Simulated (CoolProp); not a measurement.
Saturation properties of CH3F (R41) (Tc = 44.1 °C, pc = 59.06 bar, ω = 0.200).

Values from CoolProp's reference Helmholtz-energy equation of state, Lemmon 2006. It is a short technical equation, of lower accuracy than the large ones.

```
T (°C)   p (bar)  enthalpy of vaporisation (kJ/kg)  vapour Z
-------  -------  --------------------------------  --------
-108.95   0.1312                             527.0    0.9878
-94.45    0.3815                             509.0    0.9765
-79.95    0.9273                             489.9    0.9595
-65.35     1.974                             468.9    0.9356
-50.85     3.755                             445.7    0.9042
-36.35     6.565                             419.6    0.8642
-21.75     10.77                             389.2    0.8142
-7.25      16.67                             353.6    0.7534
7.35       24.79                             309.7    0.6781
21.85      35.51                             252.9    0.5831
```

It boils at -78.4 °C under 1 atm.
